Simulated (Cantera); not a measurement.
Mixture: CO : H₂ : O₂ : N₂ = 1 : 0.081 : 0.3 : 1.13 (molar parts), at 6.20 bar, adiabatic and at constant pressure. Ignition delay is the time to a rise of 400 K.

Computed with Cantera and GRI-Mech 3.0 (53 species, 325 reactions). The hydrogen kinetics of GRI-Mech 3.0 are dated; newer H2 mechanisms differ, most at raised pressure. Below about 950 K walls govern HO2 and H2O2 in real vessels.

Problem. What does this change do: 0.079 parts CO2 added?

Solution. 
| quantity | before | after |
|---|---|---|
| delay at 948 K | 9.53 ms | 10.4 ms |
| delay at 1048 K | 0.707 ms | 0.779 ms |
| delay at 1148 K | 72.2 µs | 79.3 µs |
| delay at 1248 K | 20.8 µs | 22.2 µs |
| apparent activation energy between 1198 and 1298 K | 110 kJ/mol | 110 kJ/mol |
